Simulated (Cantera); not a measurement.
Input: 1 mol Al2O3, 0.82 mol H2, equilibrated at 7.50 Torr.

Cantera equilibrium calculation (NASA polynomials, part measured and part estimated; ideal gas, pure solids and liquids). Candidate condensed phases: Al, Al2O3, H2O; 19 gas species. The tables' values for AlOH are old estimates; treat these amounts as uncertain. Rates play no part.

x: gas mole fraction; n: condensed amount in mol.

```tsv
T (K)	x H2	x H	x O	x Al	x H2O	x AlO	x OH	x Al2O	n Al2O3(s)	n Al2O3(l)
1423	1.000	6.64e-5	<1e-12	1.60e-7	2.96e-7	<1e-12	<1e-12	6.54e-9	1.00	0
1573	1.000	0.000407	<1e-12	1.99e-6	3.58e-6	3.94e-11	5.26e-11	1.41e-7	1.000	0
1723	0.998	0.00182	4.10e-12	1.54e-5	2.83e-5	2.21e-9	2.83e-9	1.69e-6	1.000	0
1873	0.993	0.00643	3.94e-10	8.42e-5	0.000160	6.42e-8	8.05e-8	1.30e-5	1.000	0
2023	0.980	0.0188	1.94e-8	0.000350	0.000697	1.12e-6	1.39e-6	7.16e-5	1.000	0
2173	0.949	?	?	?	?	?	?	?	0.999	0
2323	0.886	0.102	1.07e-5	0.00325	0.00705	0.000108	0.000136	0.00100	0.997	0
2473	0.776	0.196	0.000132	0.00735	0.0155	0.000598	0.000791	0.00230	0	0.994
2623	0.613	0.330	0.00125	0.0146	0.0282	0.00266	0.00359	0.00446	0	0.986
2773	?	?	?	?	?	?	?	?	0	0.967
2923	0.209	0.566	0.0507	0.0503	0.0357	0.0334	0.0302	0.0149	0	0.909
```

Question: Fill in the missing entries.

Answer: 
- 2173, x H: 0.0470
- 2173, x O: 5.62e-7
- 2173, x Al: 0.00117
- 2173, x H2O: 0.00244
- 2173, x AlO: 1.29e-5
- 2173, x OH: 1.62e-5
- 2173, x Al2O: 0.000300
- 2773, x H2: 0.413
- 2773, x H: 0.477
- 2773, x O: 0.00915
- 2773, x Al: 0.0265
- 2773, x H2O: 0.0395
- 2773, x AlO: 0.00996
- 2773, x OH: 0.0125
- 2773, x Al2O: 0.00788
